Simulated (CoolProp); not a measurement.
The numbers come from the reference Helmholtz-energy equation of state, Penoncello 2003 in CoolProp.

Problem. For CHF3 (R23), give the phase and the cv (kJ/(kg K)), isothermal compressibility (1/MPa), viscosity (µPa s), fugacity coefficient at 175.45 °C and 13.2 MPa.

Solution. 
- 175.45 °C and 13.2 MPa: supercritical; cv 0.870, isothermal compressibility 0.0834, viscosity 28.3, fugacity coefficient 0.820

Viscosity comes from a separate model (Shan 2000).
